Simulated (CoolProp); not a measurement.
Computed with CoolProp (reference Helmholtz-energy equation of state, Schmidt 1985).

Question: Give the vapour pressure (MPa), vapour Z, vapour viscosity (µPa s) of saturated oxygen at -147.05, -144.35 °C.

Answer: 
```
T (°C)   p (MPa)  vapour Z  vapour viscosity (µPa s)
-------  -------  --------  ------------------------
-147.05     1.43     0.790                      10.0
-144.35     1.65     0.768                      10.3
```

Viscosity comes from a separate model (Lemmon 2004).
